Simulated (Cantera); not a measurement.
A Cantera script and what it prints.

```python
import numpy as np
import cantera as ct

gas_names = [...]  # 109 gases of nasa_gas.yaml made of C, Cl, H, Si
cond_names = """
    C(gr) C6H6(L) C7H8(L) C8H18(L),n-octa Si(cr) Si(L) SiC(b)
""".split()


# ... load() reads the species with a 1 bar reference pressure and builds the phases ...
atoms = {
    '(CH3)2SiCl2': {'C': 2, 'H': 6, 'Si': 1, 'CL': 2},
    'HCl': {'H': 1, 'CL': 1},
    'H2': {'H': 2},
}
top_T = {'C(gr)': 4500, 'SiC(b)': 3050}  # K; cautious upper limits of use, not melting points


# ... equilibrate(T, P, feed) seeds the gas with the atoms and calls Mixture.equilibrate('TP', solver="vcs", rtol=1e-11, max_steps=5000) ...
results = []
feed = {'(CH3)2SiCl2': 1, 'HCl': 0.063, 'H2': 32}  # mol
T = 1500  # K
P = 133.322  # Pa
mix = equilibrate(T, P, feed)
results.append((T, P, feed, dict(zip(mix.species_names, mix.species_moles))))
x = sorted(zip(gas.X, gas.species_names), reverse=True)
print(f"T = {T:g} K  P = {P:g} Pa  gas = {mix.phase_moles(0):.4g} mol")
print("   x: " + "  ".join(f"{s} {v:.3e}" for v, s in x if v > 0.0001))
print("   condensed (mol): " + ("  ".join(f"{mix.phase(i).name} {mix.phase_moles(i):.4g}"
      for i in range(1, mix.n_phases) if mix.phase_moles(i) > 1e-12) or "none"))
```

Result:

```
T = 1500 K  P = 133.322 Pa  gas = 36.07 mol
   x: H2 9.424e-01  HCL 5.701e-02  H 4.680e-04
   condensed (mol): C(gr) 1.002  SiC(b) 0.9971
```

Cantera equilibrium calculation (NASA polynomials, part measured and part estimated; ideal gas, pure solids and liquids). The feed counts by its element totals alone.
